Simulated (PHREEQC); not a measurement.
Solution (25 °C): 0.021 mol/kgw TMAH and 6.5e-05 mol/kgw NaAlO2. Closed to the air; pH follows from the charge balance.

The numbers come from PHREEQC with the ion-association model, phreeqc.dat.

```csv
quantity,before,after
pH,12.25,11.94
ionic strength (mol/kgw),0.0211,0.0211
SI of Gibbsite (Al(OH)3),-1.95,-2.09
```

Task: What was changed between the two runs?
A) NaAlO2 from 6.5e-05 to 1.3e-05 mol/kgw
B) diluted 5-fold with water
C) temperature from 25 to 35 °C
D) 0.00083 mol/kgw KHCO3 added
E) TMAH left out

Result: C, temperature from 25 to 35 °C

No solid was allowed to form. (CH3)4N+ isn't in the database: it is added as a free cation with an ion size of 4 Å.
